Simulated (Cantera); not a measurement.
Cantera with NASA thermochemical tables; ideal gases at 1 bar, condensed phases pure. Values are per mole of reaction as written; species without (g) are pure solids or liquids, kept so even where they would boil at 1 bar.

Zr + O2(g) → ZrO2(g)

```
T (K)    ΔH° (kJ)   ΔS° (J/K)    ΔG° (kJ)     log10 K  condensed phases
-----  ----------  ----------  ----------  ----------  ----------------
300    (withheld)  (withheld)  (withheld)  (withheld)             Zr(α)
973        -290.9        21.5      -311.9       16.74             Zr(α)
998        -291.2        21.3      -312.4       16.35             Zr(α)
1023   (withheld)  (withheld)  (withheld)  (withheld)             Zr(α)
1048       -291.7        20.8      -313.5       15.62             Zr(α)
1073       -291.9        20.6      -314.0       15.28             Zr(α)
1098       -292.2        20.3      -314.5       14.96             Zr(α)
1123   (withheld)  (withheld)  (withheld)  (withheld)             Zr(α)
1148       -296.7        16.3      -315.5       14.35             Zr(β)
```

Q: Some entries are withheld; supply them.

A: 
- 300, ΔH° (kJ): -286.2
- 300, ΔS° (J/K): 29.7
- 300, ΔG° (kJ): -295.1
- 300, log10 K: 51.38
- 1023, ΔH° (kJ): -291.4
- 1023, ΔS° (J/K): 21.0
- 1023, ΔG° (kJ): -312.9
- 1023, log10 K: 15.98
- 1123, ΔH° (kJ): -292.5
- 1123, ΔS° (J/K): 20.1
- 1123, ΔG° (kJ): -315.0
- 1123, log10 K: 14.65
